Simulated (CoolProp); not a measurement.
The fluid at 293.15 K and 0.0122 MPa is compressed adiabatically to 0.0584 MPa with isentropic efficiency 0.6. The same conditions are run with several fluids, on thermodynamics alone (safety and materials aside).

Model: reference Helmholtz-energy equation of state of each fluid (cyclopentane: Gedanitz 2015; propylene: Lemmon 2013; isobutane: Bücker 2006; propyne: Polt 1992; cyclopropane: Polt 1992), in CoolProp. The equations of Platzer and Polt are older, rougher fits.

Task: Rank cyclopentane, propylene, isobutane, propyne, cyclopropane by work (kJ/kg), highest first.

Result: propyne (176), cyclopropane (168), propylene (166), isobutane (116), cyclopentane (96.9)

```json
[
 {"fluid": "cyclopentane", "final temperature (K)": "366.1", "final density (kg/m³)": "1.36"},
 {"fluid": "propylene", "final temperature (K)": "391.6", "final density (kg/m³)": "0.757"},
 {"fluid": "isobutane", "final temperature (K)": "358.5", "final density (kg/m³)": "1.15"},
 {"fluid": "propyne", "final temperature (K)": "399.6", "final density (kg/m³)": "0.707"},
 {"fluid": "cyclopropane", "final temperature (K)": "401.0", "final density (kg/m³)": "0.740"}
]
```
